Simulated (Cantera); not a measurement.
Input: 1 mol BN, 0.29 mol H2O, a varied amount of H2, 0.89 mol NF3, at 1098.15 K and 1.50 Pa.

Equilibrium computed with Cantera from the NASA thermochemical tables; the gas is ideal and each condensed phase is pure. Candidate condensed phases: B, BN, B2O3, B3O3H3, H2O; 62 gas species. The numbers say what is thermodynamically allowed, not how fast it happens.

Problem. Which condensed phases are stable at each of these points (n(H2) (mol)): 8.9, 11, 13, 15, 18, 22, 26, 31, 37, 45, 54, 64, 77?

Solution. 
```tsv
n(H2) (mol)	condensed phases	B condensed (%)
8.9	gas only	0.0
11	gas only	0.0
13	gas only	0.0
15	gas only	0.0
18	gas only	0.0
22	gas only	0.0
26	gas only	0.0
31	BN(s)	0.5
37	BN(s)	1.3
45	BN(s)	2.2
54	BN(s)	3.1
64	BN(s)	4.1
77	BN(s)	5.2
```

From 8.9 mol H2 to 26 mol H2 nothing is condensed. From 31 mol H2 to 77 mol H2 the condensed part is BN(s).
